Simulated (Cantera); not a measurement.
Input (Python, Cantera) and output of one run.

```python
import numpy as np
import cantera as ct

gas_names = """
    H HO2 H2 H2O H2O2 O OH O2 O3 V VO VO2
""".split()
cond_names = """
    H2O(s) H2O(L) V(cr) V(L) VO(s) VO(L) V2O3(s) V2O3(L) V2O4(I) V2O4(II) V2O4(L) V2O5(s) V2O5(L)
""".split()


# ... load() reads the species with a 1 bar reference pressure and builds the phases ...
atoms = {
    'V': {'V': 1},
    'O2': {'O': 2},
    'H2': {'H': 2},
}
top_T = {}  # K; cautious upper limits of use, not melting points


# ... equilibrate(T, P, feed) seeds the gas with the atoms and calls Mixture.equilibrate('TP', solver="vcs", rtol=1e-11, max_steps=5000) ...
results = []
feed = {'V': 1, 'O2': 2.8, 'H2': 39}  # mol
P = 1300  # Pa
for T in [823, 973, 1123, 1273, 1423, 1573, 1723, 1873, 2023, 2173, 2323, 2473, 2623, 2773]:
    mix = equilibrate(T, P, feed)
    results.append((T, P, feed, dict(zip(mix.species_names, mix.species_moles))))

top = {s: max(r[3][s] / sum(r[3][g] for g in gas_names) for r in results) for s in gas_names}
cols = sorted((s for s in top if top[s] > 0.0001), key=lambda s: -top[s])[:7]
seen = [c for c in cond_names if any(r[3].get(c, 0) > 1e-12 for r in results)]
print("log10 of partial pressures in bar; condensed amounts in mol")
print(f"{'T/K':>10s}" + "".join(f"{s[:9]:>10s}" for s in cols + seen))
for T, P, feed, n in results:
    ng = sum(n[g] for g in gas_names)
    print(f"{T:10.4g}" + "".join(f"{np.log10(max(n[s] / ng * P / 1e5, 1e-99)):10.3f}" for s in cols)
          + "".join(f"{n.get(c, 0):10.4g}" for c in seen))
```

It prints:

```
log10 of partial pressures in bar; condensed amounts in mol
       T/K        H2         H       H2O       VO2        OH         O        VO   V2O3(s)
       823    -1.934   -12.102    -2.864   -22.545   -16.409   -26.404   -28.089       0.5
       973    -1.934    -9.933    -2.864   -17.762   -13.612   -21.517   -22.207       0.5
      1123    -1.934    -8.338    -2.864   -14.277   -11.556   -17.925   -17.925       0.5
      1273    -1.934    -7.114    -2.864   -11.631    -9.982   -15.172   -14.676       0.5
      1423    -1.934    -6.145    -2.864    -9.557    -8.738   -12.995   -12.130       0.5
      1573    -1.934    -5.358    -2.864    -7.892    -7.730   -11.230   -10.087       0.5
      1723    -1.935    -4.707    -2.865    -6.530    -6.897    -9.769    -8.414    0.4996
      1873    -1.937    -4.159    -2.866    -5.396    -6.198    -8.541    -7.021    0.4938
      2023    -1.942    -3.693    -2.875    -4.444    -5.608    -7.497    -5.844    0.4432
      2173    -1.957    -3.295    -2.920    -3.646    -5.132    -6.624    -4.826    0.1238
      2323    -1.982    -2.954    -2.949    -3.548    -4.700    -5.840    -4.561         0
      2473    -2.025    -2.664    -2.979    -3.582    -4.315    -5.134    -4.463         0
      2623    -2.100    -2.426    -3.045    -3.630    -3.996    -4.511    -4.393         0
      2773    -2.219    -2.238    -3.182    -3.701    -3.763    -3.982    -4.332         0
```

Method: chemical equilibrium by Gibbs-energy minimisation in Cantera with the NASA 1993 tables (ideal gas, pure condensed phases). Condensed phases not in the tables: the oxides between V2O3 and V2O5 other than VO2.
